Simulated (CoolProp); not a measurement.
n-butane along the isotherm 446.7 K: density (kg/m³) from the reference equation and from simpler models built on Tc = 425.1 K, pc = 3796 kPa, ω = 0.201; each cubic takes its own stable root.

Values from CoolProp's reference Helmholtz-energy equation of state, Bücker 2006.

| p (kPa) | phase | reference |
|---|---|---|
| 37.9 | gas | 0.5948 |
| 64 | gas | 1.006 |
| 108 | gas | 1.704 |
| 182 | gas | 2.888 |
| 308 | gas | 4.935 |
| 519 | gas | 8.459 |
| 877 | gas | 14.74 |
| 1480 | gas | 26.35 |
| 2500 | gas | 50.27 |
| 4210 | supercritical | 120.8 |
| 7110 | supercritical | 343.0 |
| 12000 | supercritical | 406.4 |

**Question.** How far does each simpler model (ideal gas, Redlich-Kwong, Soave-Redlich-Kwong, Peng-Robinson) lie from the reference over these 12 states: mean and median of the absolute difference, and the worst?

**Answer.** 
- ideal gas: mean 18.1 %, median 5.5 %, worst -67.6 % at 446.7 K and 7110 kPa
- Redlich-Kwong: mean 1.9 %, median 0.2 %, worst -12.0 % at 446.7 K and 7110 kPa
- Soave-Redlich-Kwong: mean 2.4 %, median 0.1 %, worst -14.8 % at 446.7 K and 7110 kPa
- Peng-Robinson: mean 1.3 %, median 0.5 %, worst -6.7 % at 446.7 K and 7110 kPa
